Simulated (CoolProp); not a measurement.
The numbers come from the reference Helmholtz-energy equation of state, Marx 1992 in CoolProp.

Question: For R113, give the phase and the density (kg/m³), Joule-Thomson coefficient (K/MPa), isothermal compressibility (1/MPa) at 500 K and 0.895 MPa.

Answer: 
- 500 K and 0.895 MPa: gas; density 44.1, Joule-Thomson coefficient 9.40, isothermal compressibility 1.23
